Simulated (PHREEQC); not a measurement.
## Ultrapure water in contact with air or piping: an equilibrium model

Model water analysis in mg/L, 20 °C, pH 6.79, pe 9.2:

| constituent | mg/L |
|---|---|
| Na | 0.0152 |
| K | 0.00228 |
| Ca | 0.0198 |
| Mg | 0.00863 |
| Cl | 0.0557 |
| S(6) as SO4 | 0.0265 |
| Alkalinity as HCO3 | 0.0189 |
| Cu(2) | 0.000398 |
| Li | 2.83e-05 |
| Si as SiO2 | 0.000542 |

Na is adjusted to close the charge balance.
Valence states are taken as typed.

Equilibrium calculation in PHREEQC: ion-association model, phreeqc.dat.

Each row changes one thing in this solution. No solid was allowed to form.

```csv
case,ionic strength (mol/kgw),HCO3- (mol/kgw),CO2 (mol/kgw),Cu+2 (mol/kgw),Cu(OH)2 (mol/kgw),CuOH+ (mol/kgw),SI of Quartz (SiO2)
as made,3.72e-6,4.24e-7,1.65e-7,3.39e-9,2.67e-9,2.07e-10,-3.99
pH from 6.79 to 6.29 at the same alkalinity,4.08e-6,8.09e-7,9.98e-7,5.70e-9,4.49e-10,1.10e-10,-3.99
pH from 6.79 to 7.29 at the same alkalinity,3.60e-6,2.16e-7,2.66e-8,6.91e-10,5.44e-9,1.34e-10,-3.99
Li from 2.83e-05 to 1.42e-05 mg/L,3.72e-6,4.24e-7,1.65e-7,3.39e-9,2.67e-9,2.07e-10,-3.99
```

The database's constant for dissolved Cu(OH)2 is higher than later reviews accept.
